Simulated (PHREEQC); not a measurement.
## Brine (model solution)

Make-up at 25 °C: 0.68 mol/kgw MgCl2 and 0.21 mol/kgw MgSO4. Closed to the air; pH follows from the charge balance.

Model: Pitzer model, pitzer.dat, run in PHREEQC.

Precipitation was switched off in this run.

Estimate the activity of water, osmotic coefficient, density.

activity of water 0.958; osmotic coefficient 0.975; density 1.072 g/cm³.
